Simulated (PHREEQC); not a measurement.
**Reverse-osmosis reject**

Synthetic water in mmol/kgw, 85 °C, pH 6.35, pe 0.7: Na 73.2; K 8.73; Ca 3.81; Mg 1.38; Cl 95.2; S(6) 1.71; Alkalinity (meq/kgw) 0.285; B 0.742; Mn(2) 0.021; Zn 1.14.

Valence states are taken as typed.

All values are PHREEQC results (ion-association model, wateq4f.dat), not measurements.

Precipitation was switched off in this run.

Predict the charge-balance error.

charge-balance error -2.2 %.

In which forms is S present?

SO4-2 67 %, NaSO4- 11 %, CaSO4 8.7 %, MgSO4 8.2 %, KSO4- 3.1 %, ZnSO4 1.5 % of the S.

Saturation is exceeded, for instance for Zincite(c) (slow to form); the values hold only as long as no solid forms. At this temperature some constants are extrapolated from 25 °C, and those without enthalpy data are left unchanged.
